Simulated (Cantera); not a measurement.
Charge: 1 mol Si, 3.8 mol HBr, 5.4 mol H₂, at 15000 Pa.

Equilibrium computed with Cantera from the NASA thermochemical tables; the gas is ideal and each condensed phase is pure. Candidate condensed phases: Br₂, Si; 19 gas species. The tables' values for SiBr₃ are old estimates; treat these amounts as uncertain. Kinetics and transport are ignored. All values below are at 900 K.

Base state: H₂ 0.871, SiBr₄ 0.103, HBr 0.0145, SiHBr₃ 0.00999, SiH₂Br₂ 0.000453, SiBr₂ 0.000196, SiBr₃ 0.000187 (mole fractions); condensed: Si(s).

Problem. What changes in the equilibrium state with this change: HBr from 3.8 to 2 mol?

Solution. 
| species | before | after |
|---|---|---|
| H₂ | 0.871 | 0.916 |
| SiBr₄ | 0.103 | 0.0634 |
| HBr | 0.0145 | 0.0132 |
| SiHBr₃ | 0.00999 | 0.00709 |
| SiBr₃ | 0.000187 | 0.000130 |
| SiBr₂ | 0.000196 | 0.000153 |
| Si(s), mol | 0.0562 | 0.508 |
